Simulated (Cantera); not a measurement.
A perfectly stirred reactor is fed with C₂H₆ : N₂ = 1 : 13 (molar parts), at 2.70 Torr; it is held at 1275 K, and followed from long to short residence time.

Cantera simulation using GRI-Mech 3.0 (53 species, 325 reactions); the numbers are that mechanism's predictions, not measurements. GRI-Mech 3.0 stops at C3 and has no aromatics, soot or wall deposition, so with more carbon than oxygen in the feed, carbon stays in small species such as C2H2 where larger ones or solid carbon would form. Radical loss at walls, strong at low pressure, is not modelled.

Q: What does this change do: pressure from 2.70 Torr to 36.0 Torr?

A: 
```
quantity                  before     after
----------------------  --------  --------
x(C₂H₆) at τ = 2.90 s    0.00345  0.000778
x(CH₂) at τ = 2.90 s     7.35e-8   3.18e-9
x(C₂H₂) at τ = 2.90 s     0.0335    0.0486
x(H) at τ = 2.90 s       3.74e-5   1.33e-5
x(CH₃) at τ = 2.90 s    0.000300   4.11e-5
x(C₂H₆) at τ = 49.0 ms    0.0576    0.0239
x(CH₂) at τ = 49.0 ms    2.42e-7   4.00e-8
x(C₂H₂) at τ = 49.0 ms  0.000419   0.00755
x(H) at τ = 49.0 ms      2.27e-5   1.66e-5
x(CH₃) at τ = 49.0 ms   0.000922  0.000232
```

Q: What does this change do: C2H6 1 to 0.43 parts?

A: 
| quantity | before | after |
|---|---|---|
| x(C₂H₆) at τ = 2.90 s | 0.00345 | 0.00186 |
| x(CH₂) at τ = 2.90 s | 7.35e-8 | 8.98e-8 |
| x(C₂H₂) at τ = 2.90 s | 0.0335 | 0.0161 |
| x(H) at τ = 2.90 s | 3.74e-5 | 3.21e-5 |
| x(CH₃) at τ = 2.90 s | 0.000300 | 0.000223 |
| x(C₂H₆) at τ = 49.0 ms | 0.0576 | 0.0274 |
| x(CH₂) at τ = 49.0 ms | 2.42e-7 | 1.90e-7 |
| x(C₂H₂) at τ = 49.0 ms | 0.000419 | 0.000106 |
| x(H) at τ = 49.0 ms | 2.27e-5 | 1.67e-5 |
| x(CH₃) at τ = 49.0 ms | 0.000922 | 0.000544 |
